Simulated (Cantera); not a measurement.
A closed system holds: 1 mol BCl3, 0.89 mol NH3, a varied amount of H2, at 1500 K and 0.133 bar.

Equilibrium computed with Cantera from the NASA thermochemical tables; the gas is ideal and each condensed phase is pure. Candidate condensed phases: B, BN, NH4Cl; 21 gas species. The tables' values for BCl2, BCl are old estimates; treat these amounts as uncertain. Gases not in the tables: BHCl2. The numbers say what is thermodynamically allowed, not how fast it happens.

x: gas mole fraction; n: condensed amount in mol.

| n(H2) (mol) | x HCl | x H2 | x BCl3 | x N2 | x BCl2 | x Cl | x H | n BN(s) |
|---|---|---|---|---|---|---|---|---|
| 0.15 | 0.845 | 0.0844 | 0.0596 | 0.0111 | 8.91e-5 | 0.000113 | 1.40e-5 | 0.825 |
| 0.22 | 0.840 | 0.0985 | 0.0534 | 0.00840 | 8.66e-5 | 0.000104 | 1.51e-5 | 0.840 |
| 0.34 | 0.825 | ___ | ___ | ___ | 8.45e-5 | ___ | ___ | 0.858 |
| 0.52 | 0.794 | 0.165 | 0.0382 | 0.00249 | 8.49e-5 | 7.60e-5 | 1.96e-5 | 0.874 |
| 0.79 | 0.742 | 0.224 | 0.0325 | 0.000918 | 9.01e-5 | 6.10e-5 | 2.28e-5 | 0.883 |
| 1.2 | ___ | ___ | ___ | ___ | 0.000100 | ___ | ___ | 0.888 |
| 1.8 | 0.583 | 0.393 | 0.0240 | 7.27e-5 | 0.000112 | 3.61e-5 | 3.02e-5 | 0.889 |
| 2.8 | 0.478 | 0.502 | 0.0196 | 1.62e-5 | 0.000126 | 2.63e-5 | 3.41e-5 | 0.890 |
| 4.3 | 0.377 | 0.607 | 0.0154 | 3.56e-6 | 0.000138 | 1.88e-5 | 3.76e-5 | 0.890 |

Some entries are withheld; supply them.


- 1.2, x HCl: 0.669
- 1.2, x H2: 0.302
- 1.2, x BCl3: 0.0281
- 1.2, x N2: 0.000270
- 1.2, x Cl: 4.73e-5
- 1.2, x H: 2.65e-5
- 0.34, x H2: 0.124
- 0.34, x BCl3: 0.0455
- 0.34, x N2: 0.00516
- 0.34, x Cl: 9.09e-5
- 0.34, x H: 1.70e-5
